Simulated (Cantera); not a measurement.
A closed system holds: 1 mol SiH4, 20 mol N2, 4.5 mol H2, held at 0.133 bar.

Method: chemical equilibrium by Gibbs-energy minimisation in Cantera with the NASA 1993 tables (ideal gas, pure condensed phases). Candidate condensed phases: Si, Si3N4; 18 gas species. Gases not in the tables: Si2H6 and higher silanes. Kinetics and transport are ignored.

### Question
Which condensed phases are stable at each of these points (T (K)): 1675, 1725, 1775, 1825, 1875, 1925, 1975?

### Answer
```csv
T (K),condensed phases,Si condensed (%)
1675,Si3N4(s),100.0
1725,Si3N4(s),100.0
1775,Si3N4(s),100.0
1825,Si3N4(s),100.0
1875,Si3N4(s),99.9
1925,Si3N4(s),99.6
1975,Si(l),99.0
```

From 1675 K to 1925 K the condensed part is Si3N4(s). At 1975 K the condensed part is Si(l).
